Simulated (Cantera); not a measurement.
What does this Cantera script print?

```python
import numpy as np
import cantera as ct

gas = ct.Solution("gri30.yaml")
gas.TPX = 1300, 1333, {'N2O': 1, 'H2O': 0.089}
inlet = ct.Reservoir(gas, clone=True)

reactor = ct.IdealGasConstPressureReactor(gas, energy="off", clone=False)
exhaust = ct.Reservoir(gas, clone=True)
tau = [1, 0.5, 0.25, 0.12, 0.061, 0.03, 0.015, 0.0075, 0.0037, 0.0018][0]
for a, b in ((inlet, reactor), (reactor, exhaust)):
    ct.MassFlowController(a, b, mdot=lambda t: reactor.mass / tau)
net = ct.ReactorNet([reactor])
show = ['N2O', 'H2O', 'NO', 'H2', 'H', 'N2', 'O2']

rows = []
print(f"{'tau/s':>10s}{'T/K':>9s}" + "".join(f"{s:>11s}" for s in show))
for tau in [1, 0.5, 0.25, 0.12, 0.061, 0.03, 0.015, 0.0075, 0.0037, 0.0018]:
    net.initial_time = 0.0
    net.advance(30 * tau)
    before = gas.X
    net.advance(40 * tau)
    drift = np.max(np.abs(gas.X - before) / (gas.X + 1e-9))
    rows.append([gas.T, *gas[show].X, drift])
    print(f"{tau:10.3e}{gas.T:9.1f}" + "".join(f"{x:11.3e}" for x in gas[show].X))
```

Output:

```
     tau/s      T/K        N2O        H2O         NO         H2          H         N2         O2
 1.000e+00   1300.0  8.370e-01  7.942e-02  6.224e-03  4.092e-07  2.738e-08  5.247e-02  2.422e-02
 5.000e-01   1300.0  8.755e-01  8.050e-02  3.242e-03  4.847e-07  2.783e-08  2.761e-02  1.266e-02
 2.500e-01   1300.0  8.963e-01  8.108e-02  1.662e-03  5.767e-07  2.820e-08  1.418e-02  6.456e-03
 1.200e-01   1300.0  9.076e-01  8.139e-02  8.210e-04  6.418e-07  2.777e-08  6.882e-03  3.116e-03
 6.100e-02   1300.0  9.128e-01  8.154e-02  4.325e-04  6.022e-07  2.617e-08  3.497e-03  1.575e-03
 3.000e-02   1300.0  9.156e-01  8.162e-02  2.213e-04  4.407e-07  2.310e-08  1.706e-03  7.600e-04
 1.500e-02   1300.0  9.170e-01  8.166e-02  1.138e-04  2.452e-07  1.873e-08  8.401e-04  3.670e-04
 7.500e-03   1300.0  9.176e-01  8.169e-02  5.719e-05  1.006e-07  1.317e-08  4.109e-04  1.742e-04
 3.700e-03   1300.0  9.180e-01  8.171e-02  2.746e-05  2.887e-08  7.454e-09  1.966e-04  8.052e-05
 1.800e-03   1300.0  9.181e-01  8.172e-02  1.240e-05  5.836e-09  3.353e-09  9.166e-05  3.580e-05
```

Computed with Cantera and GRI-Mech 3.0 (53 species, 325 reactions). GRI-Mech 3.0 was tuned for natural gas; its chemistry of N2O as a main component is partial and can be far from experiment. Radical loss at walls, strong at low pressure, is not modelled. The mechanism lacks the step 2 NO + O2 → 2 NO2, which can matter for NO2 below about 1400 K. The temperature is held fixed by assumption; the heat of reaction is taken as removed at once.
